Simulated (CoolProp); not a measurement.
The fluid at 298.15 K and 0.765 MPa is throttled through a valve to 0.32 MPa with no heat exchange. The same conditions are run with several fluids, on thermodynamics alone (safety and materials aside).

Values from CoolProp's reference Helmholtz-energy equation of state of each fluid (R115: Lemmon 2016; dry air: Lemmon 2000; R410A: Lemmon 2003; fluorine: de Reuck 1990; carbon dioxide: Span 1996). Blends and air are pseudo-pure fits.

Rank R115, dry air, R410A, fluorine, carbon dioxide by temperature change (K), highest first.

fluorine (-0.8), dry air (-1.0), carbon dioxide (-5.0), R115 (-7.6), R410A (-9.6)

```csv
fluid,final density (kg/m³)
R115,21.9
dry air,3.76
R410A,10.2
fluorine,4.93
carbon dioxide,5.88
```
